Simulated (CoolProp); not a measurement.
Saturation properties of oxygen (Tc = 154.6 K, pc = 50.46 bar, ω = 0.022).

Model: reference Helmholtz-energy equation of state, Schmidt 1985, in CoolProp.

| T (K) | p (bar) | enthalpy of vaporisation (kJ/kg) | vapour Z | surface tension (mN/m) | liquid viscosity (µPa s) | liquid conductivity (mW/(m K)) |
|---|---|---|---|---|---|---|
| 75.8 | 0.1646 | 225.8 | 0.9916 | 16.8 | 300 | 171 |
| 83.9 | 0.4977 | 218.9 | 0.9810 | 14.7 | 232 | 160 |
| 92 | 1.220 | 211.3 | 0.9633 | 12.7 | 186 | (withheld) |
| 100 | 2.540 | 202.6 | 0.9377 | 10.7 | 153 | 137 |
| 108.1 | 4.756 | 192.4 | 0.9029 | 8.82 | 127 | 125 |
| 116.1 | 8.093 | 180.4 | 0.8591 | (withheld) | 106 | 113 |
| 124.2 | 12.94 | 165.7 | 0.8042 | 5.24 | 88.7 | 101 |
| 132.2 | 19.48 | 147.8 | 0.7376 | (withheld) | 73.6 | 89.4 |

Fill in the missing entries.


- 92, liquid conductivity (mW/(m K)): 148
- 116.1, surface tension (mN/m): 7.00
- 132.2, surface tension (mN/m): 3.60

It boils at 90.2 K under 1 atm.

Viscosity comes from a separate model (Lemmon 2004). Thermal conductivity comes from a separate model (Lemmon 2004). Surface tension comes from a separate correlation (Mulero 2012).
